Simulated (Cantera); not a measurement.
Cantera run:

```python
import numpy as np
import cantera as ct

gas_names = """
    Cu CuO Cu2 N NO NO2 NO3 N2 N2O O O2 O3
""".split()
cond_names = """
    Cu(cr) Cu(L) CuO(s) Cu2O(s) Cu2O(L)
""".split()


# ... load() reads the species with a 1 bar reference pressure and builds the phases ...
atoms = {
    'Cu': {'Cu': 1},
    'O2': {'O': 2},
    'N2': {'N': 2},
}
top_T = {'CuO(s)': 1390}  # K; cautious upper limits of use, not melting points


# ... equilibrate(T, P, feed) seeds the gas with the atoms and calls Mixture.equilibrate('TP', solver="vcs", rtol=1e-11, max_steps=5000) ...
results = []
feed = {'Cu': 1, 'O2': 0.018, 'N2': 22}  # mol
T = 1223  # K
P = 101325  # Pa
mix = equilibrate(T, P, feed)
results.append((T, P, feed, dict(zip(mix.species_names, mix.species_moles))))
x = sorted(zip(gas.X, gas.species_names), reverse=True)
print(f"T = {T:g} K  P = {P:g} Pa  gas = {mix.phase_moles(0):.4g} mol")
print("   x: " + "  ".join(f"{s} {v:.3e}" for v, s in x if v > 0.001))
print("   condensed (mol): " + ("  ".join(f"{mix.phase(i).name} {mix.phase_moles(i):.4g}"
      for i in range(1, mix.n_phases) if mix.phase_moles(i) > 1e-12) or "none"))
```

Output:

```
T = 1223 K  P = 101325 Pa  gas = 22 mol
   x: N2 1.000e+00
   condensed (mol): Cu(cr) 0.928  Cu2O(s) 0.03599
```

Equilibrium computed with Cantera from the NASA thermochemical tables; the gas is ideal and each condensed phase is pure. Mutual solubility and eutectic melting of coexisting phases are not modelled.
